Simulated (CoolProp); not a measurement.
R115 at 281.87 K and 0.303 MPa is throttled through a valve to 0.168 MPa with no heat exchange. Each further row changes one setting.

Model: reference Helmholtz-energy equation of state, Lemmon 2016, in CoolProp.

```
case                        temperature change (K)  final density (kg/m³)
--------------------------  ----------------------  ---------------------
as stated                                     -2.3                   11.6
outlet pressure 0.0504 MPa                    -4.3                   3.41
outlet pressure 0.218 MPa                     -1.5                   15.2
```
